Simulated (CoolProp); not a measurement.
Properties of sulfur hexafluoride along the isobar 5.99 bar (Tc = 318.7 K, pc = 37.55 bar, ω = 0.210).

The numbers come from the reference Helmholtz-energy equation of state, Guder 2009 in CoolProp.

```json
[
 {"T (K)": "244.3", "phase": "liquid", "density (kg/m³)": "___", "viscosity (µPa s)": "300", "conductivity (mW/(m K))": "70.8"},
 {"T (K)": "271.4", "phase": "gas", "density (kg/m³)": "43.01", "viscosity (µPa s)": "___", "conductivity (mW/(m K))": "___"},
 {"T (K)": "298.6", "phase": "gas", "density (kg/m³)": "37.89", "viscosity (µPa s)": "15.4", "conductivity (mW/(m K))": "13.3"},
 {"T (K)": "325.7", "phase": "gas", "density (kg/m³)": "34.06", "viscosity (µPa s)": "___", "conductivity (mW/(m K))": "15.4"},
 {"T (K)": "352.9", "phase": "gas", "density (kg/m³)": "___", "viscosity (µPa s)": "17.8", "conductivity (mW/(m K))": "17.5"},
 {"T (K)": "380", "phase": "gas", "density (kg/m³)": "28.54", "viscosity (µPa s)": "19.0", "conductivity (mW/(m K))": "___"},
 {"T (K)": "407.2", "phase": "gas", "density (kg/m³)": "26.45", "viscosity (µPa s)": "20.2", "conductivity (mW/(m K))": "21.6"},
 {"T (K)": "434.3", "phase": "gas", "density (kg/m³)": "24.67", "viscosity (µPa s)": "21.3", "conductivity (mW/(m K))": "___"},
 {"T (K)": "461.5", "phase": "gas", "density (kg/m³)": "23.12", "viscosity (µPa s)": "22.4", "conductivity (mW/(m K))": "25.6"},
 {"T (K)": "488.6", "phase": "gas", "density (kg/m³)": "21.77", "viscosity (µPa s)": "23.5", "conductivity (mW/(m K))": "27.5"},
 {"T (K)": "515.8", "phase": "gas", "density (kg/m³)": "20.57", "viscosity (µPa s)": "24.6", "conductivity (mW/(m K))": "29.3"},
 {"T (K)": "542.9", "phase": "gas", "density (kg/m³)": "19.51", "viscosity (µPa s)": "25.6", "conductivity (mW/(m K))": "31.2"}
]
```

Task: Some entries are withheld; supply them.

Result: 
- 244.3, density (kg/m³): 1738
- 271.4, viscosity (µPa s): 14.1
- 271.4, conductivity (mW/(m K)): 11.2
- 325.7, viscosity (µPa s): 16.6
- 352.9, density (kg/m³): 31.02
- 380, conductivity (mW/(m K)): 19.5
- 434.3, conductivity (mW/(m K)): 23.6

Viscosity comes from a separate model (Quiñones-Cisneros 2012). Thermal conductivity comes from a separate model (Assael 2012).
